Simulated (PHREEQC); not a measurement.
A column of 1 m (40 cells, dispersivity 0.035 m, 720 s a shift, diffusion coefficient 3e-10 m²/s) holds 0.067 eq of the database's cation exchanger X per kg of pore water, first in equilibrium with 0.00033 mol MgSO4 and 1e-05 mol HCl per kg of water. It is flushed with 0.92 mmol/kgw KBr, 3.5 mmol/kgw CaCl2, 26 mmol/kgw Na2SO4 and 0.01 mmol/kgw HCl, at 25 °C. Values are for the last cell. No CO2 enters from the air. No solid was allowed to form.

The series has 34 steps of pore volumes, from 0 to 4.963.

Computed with PHREEQC (ion-association model, phreeqc.dat).

Task: After how many pore volumes does Na at the outlet first reach half of its feed value?

Result: By 1.4 pore volumes.

Task: After how many pore volumes does Br at the outlet first reach half of its feed value?

Result: By 1.1 pore volumes.

Task: After how many pore volumes does K at the outlet first reach half of its feed value?

Result: By 3.6 pore volumes.

Species that the database lacks are ignored.
